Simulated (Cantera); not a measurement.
Input: 1 mol PbCl₂, 4.1 mol H₂, at 100000 Pa.

Method: chemical equilibrium by Gibbs-energy minimisation in Cantera with the NASA 1993 tables (ideal gas, pure condensed phases). Candidate condensed phases: Pb, PbCl₂; 10 gas species. Equilibrium is a limit: real reactors are often held back by kinetics, nucleation or transport.

Problem. Which condensed phases are stable at each of these points (T (K)): 1375, 1450, 1525, 1600, 1675, 1750, 1825, 1900, 1975, 2050, 2125, 2200?

Solution. 
```
T (K)  condensed phases  Pb condensed (%)
-----  ----------------  ----------------
1375              Pb(l)              44.1
1450              Pb(l)              30.1
1525              Pb(l)               9.4
1600           gas only               0.0
1675           gas only               0.0
1750           gas only               0.0
1825           gas only               0.0
1900           gas only               0.0
1975           gas only               0.0
2050           gas only               0.0
2125           gas only               0.0
2200           gas only               0.0
```

From 1375 K to 1525 K the condensed part is Pb(l). From 1600 K to 2200 K nothing is condensed.
